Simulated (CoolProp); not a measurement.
Vapour-liquid equilibrium of R22 (1) + R113 (2) at 0.221 MPa; x and y are mole fractions of (1).

Computed with CoolProp (multi-fluid Helmholtz-energy mixture model, Kamei 1995 and Marx 1992; pair parameters Bell 2016).

```json
[
 {"x": "0.05", "bubble temperature, mixture model (K)": "?", "bubble temperature, Raoult's law (K)": "326.5", "y, mixture model": "0.445", "y, Raoult's law": "0.474"},
 {"x": "0.2", "bubble temperature, mixture model (K)": "?", "bubble temperature, Raoult's law (K)": "294.7", "y, mixture model": "0.868", "y, Raoult's law": "0.859"},
 {"x": "0.35", "bubble temperature, mixture model (K)": "?", "bubble temperature, Raoult's law (K)": "278.7", "y, mixture model": "0.947", "y, Raoult's law": "0.942"},
 {"x": "0.5", "bubble temperature, mixture model (K)": "265.1", "bubble temperature, Raoult's law (K)": "268.7", "y, mixture model": "0.972", "y, Raoult's law": "0.973"},
 {"x": "0.65", "bubble temperature, mixture model (K)": "259.6", "bubble temperature, Raoult's law (K)": "261.6", "y, mixture model": "0.984", "y, Raoult's law": "0.987"},
 {"x": "0.8", "bubble temperature, mixture model (K)": "255.5", "bubble temperature, Raoult's law (K)": "256.1", "y, mixture model": "0.991", "y, Raoult's law": "0.994"},
 {"x": "0.95", "bubble temperature, mixture model (K)": "251.8", "bubble temperature, Raoult's law (K)": "251.8", "y, mixture model": "?", "y, Raoult's law": "0.999"}
]
```

### Question
Complete the blanks.

### Answer

- 0.05, bubble temperature, mixture model (K): 327.1
- 0.2, bubble temperature, mixture model (K): 290.9
- 0.35, bubble temperature, mixture model (K): 274.1
- 0.95, y, mixture model: 0.998

The largest gap from Raoult's law is -4.6 K in bubble temperature, at x = 0.35. No azeotrope shows between x = 0.05 and 0.95.

The pair parameters rest on a limited set of measurements; away from them the model extrapolates. The gap from Raoult's law changes sign with composition, which may be real or a fault of the pair parameters; it wasn't checked against measurements.
